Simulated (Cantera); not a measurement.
A closed system holds: 1 mol Si, 1.6 mol Cl2, 0.93 mol N2, held at 750 K and 4.20 bar.

Equilibrium computed with Cantera from the NASA thermochemical tables; the gas is ideal and each condensed phase is pure. Candidate condensed phases: Si, Si3N4; 13 gas species. N2 is the only nitrogen source here; it is nearly inert below about 1500 K, so the nitride shown seldom forms there in practice. The numbers say what is thermodynamically allowed, not how fast it happens.

Base state: SiCl4 0.501, N2 0.499 (mole fractions); condensed: Si3N4(s).

Problem. What changes in the equilibrium state with this change: temperature from 750 K to 1423 K?

Solution. 
| species | before | after |
|---|---|---|
| N2 | 0.499 | 0.498 |
| SiCl4 | 0.501 | 0.488 |
| SiCl3 | 4.12e-8 | 0.0120 |
| SiCl2 | <1e-9 | 0.00118 |
| Si3N4(s), mol | 0.0667 | 0.0647 |
The tables' values for SiCl3 are old estimates; treat these amounts as uncertain.
